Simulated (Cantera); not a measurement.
Charge: 1 mol Pb, 8 mol CO, a varied amount of H2, equilibrated at 1250 K and 1 atm.

These are equilibrium values from Cantera (NASA tables, ideal gas, pure condensed phases), not measurements of a reactor. Candidate condensed phases: C, C6H6, C7H8, C8H18, H2O, Pb, PbO, PbO2, Pb3O4; 113 gas species. Equilibrium is a limit: real reactors are often held back by kinetics, nucleation or transport.

**Question.** At 33 mol H2, list the 4 most abundant gas species with their mole fractions, and the condensed phases.

**Answer.** H2 0.798, CO 0.192, CH4 0.00437, H2O 0.00379. Condensed: Pb(l).
